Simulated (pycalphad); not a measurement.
An equivalent pycalphad script:

```python
from pycalphad import Database, equilibrium, calculate, variables as v
import numpy as np
db = Database('COST507.tdb')
comps = ['FE', 'SI', 'VA']
phases = ['BCC_B2', 'DIAMOND_A4', 'FCC_A1', 'FE2SI', 'FE5SI3', 'FESI', 'FESI2_H', 'FESI2_L', 'LIQUID']
eq = equilibrium(db, comps, phases, {v.X('SI'): 0.0049, v.T: np.arange(2250, 499, -50), v.P: 101325, v.N: 1}, output=['HM', 'SM'])
```

Computed with pycalphad from the COST 507 light-alloy database (1999), at 1 atm. The data set is of 1999 and partly superseded. Amounts are mole fractions of atoms. Diffusion is slow at the low end, where real alloys seldom reach equilibrium.

Results at three of the temperatures:

```
T = 1050.00 K, P = 101325 Pa, N = 1 mol of atoms
G = -46432 J/mol, H = 26845 J/mol, S = 69.79 J/(mol K)  (SER reference)
chemical potentials (J/mol): Fe -45734, Si -188001
phase             fraction      x(Fe)      x(Si)
BCC_A2              1.0000     0.9951     0.0049
```

```
T = 900.00 K, P = 101325 Pa, N = 1 mol of atoms
G = -36567 J/mol, H = 19116 J/mol, S = 61.87 J/(mol K)  (SER reference)
chemical potentials (J/mol): Fe -35877, Si -176631
phase             fraction      x(Fe)      x(Si)
BCC_A2              1.0000     0.9951     0.0049
```

```
T = 800.00 K, P = 101325 Pa, N = 1 mol of atoms
G = -30627 J/mol, H = 14922 J/mol, S = 56.94 J/(mol K)  (SER reference)
chemical potentials (J/mol): Fe -29941, Si -169932
phase             fraction      x(Fe)      x(Si)
BCC_A2              1.0000     0.9951     0.0049
```

Changes of the phase set, refined by bisection:

```csv
T (K),phases above,phases below
1807.1,liquid,bcc + liquid
1804.6,bcc + liquid,bcc
1654.7,bcc,bcc + fcc
1653.5,bcc + fcc,fcc
1204.4,fcc,bcc + fcc
1199.9,bcc + fcc,bcc
```

BCC_A2 is bcc.
